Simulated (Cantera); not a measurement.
Input: 1 mol CH₃SiH₃, 0.15 mol C₂H₄, 41 mol H₂, equilibrated at 0.133 bar.

Cantera equilibrium calculation (NASA polynomials, part measured and part estimated; ideal gas, pure solids and liquids). Candidate condensed phases: C, C₆H₆, C₇H₈, C₈H₁₈, Si, SiC; 87 gas species. The feed counts by its element totals alone. The numbers say what is thermodynamically allowed, not how fast it happens.

Task: At 1177 °C, list the 3 most abundant gas species with their mole fractions, and the condensed phases.

Result: H₂ 1.000, CH₄ 0.000440, H 2.59e-5. Condensed: C(graphite) + SiC(s).
